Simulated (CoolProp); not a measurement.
Properties of fluoroethane (R161) along the isobar 0.101 MPa (Tc = 375.2 K, pc = 5.010 MPa, ω = 0.216).

Model: reference Helmholtz-energy equation of state, Wu 2012, in CoolProp.

```
T (K)   phase  density (kg/m³)  speed of sound (m/s)  Joule-Thomson coefficient (K/MPa)  expansivity (1/kK)  fugacity coefficient
-----  ------  ---------------  --------------------  ---------------------------------  ------------------  --------------------
162.4  liquid            914.8                  1548                            -0.4175               1.409              0.005527
177.1  liquid            895.8                  1458                            -0.4231               1.439               0.02363
191.8  liquid            876.8                  1367                                  …               1.482               0.07786
206.5  liquid                …                  1276                            -0.4143               1.542                0.2100
221.2  liquid            837.8                  1185                            -0.3956               1.629                0.4839
250.6     gas                …                 222.5                              34.49               4.363                0.9731
265.2     gas            2.253                     …                              29.81               4.067                0.9776
279.9     gas            2.127                 235.0                              25.68               3.808                0.9812
294.6     gas            2.014                 240.8                              22.09               3.583                0.9841
309.3     gas            1.914                 246.4                              19.01               3.385                0.9865
324       gas            1.823                 251.9                              16.41               3.209                0.9884
338.7     gas            1.741                 257.2                              14.23               3.053                0.9900
```

Task: What belongs in the gaps?

Result: 
- 191.8, Joule-Thomson coefficient (K/MPa): -0.4228
- 206.5, density (kg/m³): 857.6
- 250.6, density (kg/m³): 2.396
- 265.2, speed of sound (m/s): 228.9
